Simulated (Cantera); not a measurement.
A perfectly stirred reactor is fed with 43.5 % CH4, 56.5 % H2, at 1.00 bar; it is held at 1898 K, and followed from long to short residence time.

Detailed kinetics in Cantera: GRI-Mech 3.0 (53 species, 325 reactions). GRI-Mech 3.0 stops at C3 and has no aromatics, soot or wall deposition, so with more carbon than oxygen in the feed, carbon stays in small species such as C2H2 where larger ones or solid carbon would form.

One state of this run: x CH4 = 0.00990; x H2 = 0.841; x CH3 = 0.000169; x H = 0.000720; x CH2 = 1.74e-7; x C2H = 1.63e-6. x: mole fraction; the columns are a selection and need not sum to one.

**Question.** Which value of τ (s) does it belong to?
(A) 0.014
(B) 0.00035
(C) 3.4
(D) 0.086

**Answer.** C, 3.4
